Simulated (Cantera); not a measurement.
A closed system holds: 1 mol HI, 1.9 mol O₂, 0.23 mol H₂, at 2327 °C and 22.0 bar.

These are equilibrium values from Cantera (NASA tables, ideal gas, pure condensed phases), not measurements of a reactor. Candidate condensed phases: H₂O, I₂; 12 gas species. Kinetics and transport are ignored.

Base state: O₂ 0.467, I 0.289, H₂O 0.212, OH 0.0160, HI 0.00617, I₂ 0.00599, O 0.00339, H₂ 0.000627 (mole fractions); condensed: gas only.

**Question.** What changes in the equilibrium state with this change: HI replaced by N₂O?

**Answer.** 
```csv
species,before,after
O₂,0.467,0.629
N₂,0,0.269
H₂O,0.212,0.0603
I,0.289,0
NO,0,0.0275
OH,0.0160,0.00921
HI,0.00617,0
I₂,0.00599,0
NO₂,0,0.000181
```
